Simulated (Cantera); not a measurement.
A Cantera script and its output.

```python
import numpy as np
import cantera as ct

gas = ct.Solution("gri30.yaml")
gas.TPX = 1223, 600000, {'C2H4': 1, 'O2': 1.36, 'N2': 12.4, 'H2O': 0.91}
reactor = ct.IdealGasReactor(gas, energy="on", clone=False)
net = ct.ReactorNet([reactor])
net.rtol, net.atol = 1e-08, 1e-16
show = ['C2H4', 'O2', 'H2O', 'HCO', 'HO2', 'CH2', 'C2H']
times = np.geomspace(5e-06, 4, 11)

steps = ct.SolutionArray(gas, extra=["t"])
rows = []
print(f"{'t/s':>10s}{'T/K':>9s}{'P/Pa':>11s}" + "".join(f"{s:>11s}" for s in show))
for t in times:
    while net.time < t:
        t_next = net.step()
        steps.append(gas.state, t=t_next)
    rows.append([np.interp(t, steps.t, y) for y in (steps.T, steps.P, *steps(*show).X.T)])
    print(f"{t:10.3e}{rows[-1][0]:9.1f}{rows[-1][1]:11.4g}" + "".join(f"{x:11.3e}" for x in rows[-1][2:]))
rate = np.gradient(steps.T, steps.t)
print("integrator steps:", len(steps.t))
if steps.T.max() > steps.T[0] + 200:
    print(f"time of steepest temperature rise: {steps.t[rate.argmax()]:.4e} s")
gas.TPX = 1223, 600000, {'C2H4': 1, 'O2': 1.36, 'N2': 12.4, 'H2O': 0.91}
gas.equilibrate("UV")
print(f"equilibrium (UV): T = {gas.T:.1f} K  " + "  ".join(f"{s} {gas[s].X[0]:.3e}" for s in show))
```

It prints:

```
       t/s      T/K       P/Pa       C2H4         O2        H2O        HCO        HO2        CH2        C2H
 5.000e-06   1223.0      6e+05  6.382e-02  8.679e-02  5.807e-02  7.218e-13  4.058e-10  9.980e-18  6.524e-21
 1.947e-05   1223.0      6e+05  6.382e-02  8.679e-02  5.807e-02  1.137e-12  2.259e-09  6.012e-17  3.351e-20
 7.579e-05   1223.0      6e+05  6.382e-02  8.679e-02  5.807e-02  3.609e-12  1.756e-08  5.315e-16  3.236e-19
 2.951e-04   1223.0      6e+05  6.381e-02  8.679e-02  5.807e-02  1.170e-10  7.808e-07  2.885e-14  3.957e-17
 1.149e-03   2186.1  1.175e+06  9.576e-06  8.491e-08  8.350e-02  1.373e-07  1.679e-10  1.018e-06  5.064e-07
 4.472e-03   2177.4   1.18e+06  1.702e-08  6.178e-08  7.767e-02  1.244e-07  1.124e-10  6.650e-09  9.122e-10
 1.741e-02   2177.5   1.18e+06  3.786e-15  6.239e-08  7.766e-02  1.249e-07  1.138e-10  1.317e-12  2.069e-16
 6.778e-02   2177.6   1.18e+06  3.584e-15  6.252e-08  7.767e-02  1.250e-07  1.140e-10  1.252e-12  1.962e-16
 2.639e-01   2177.7   1.18e+06  3.569e-15  6.254e-08  7.767e-02  1.250e-07  1.140e-10  1.248e-12  1.954e-16
 1.027e+00   2177.7   1.18e+06  3.569e-15  6.254e-08  7.767e-02  1.250e-07  1.140e-10  1.248e-12  1.954e-16
 4.000e+00   2177.7   1.18e+06  3.569e-15  6.254e-08  7.767e-02  1.250e-07  1.140e-10  1.248e-12  1.954e-16
integrator steps: 2064
time of steepest temperature rise: 4.9831e-04 s
equilibrium (UV): T = 2177.7 K  C2H4 3.973e-15  O2 6.254e-08  H2O 7.767e-02  HCO 1.250e-07  HO2 1.140e-10  CH2 1.388e-12  C2H 2.175e-16
```

Model: GRI-Mech 3.0 (53 species, 325 reactions), integrated in Cantera. GRI-Mech 3.0 was tuned for natural gas; its chemistry of ethylene as a main component is partial and can be far from experiment.
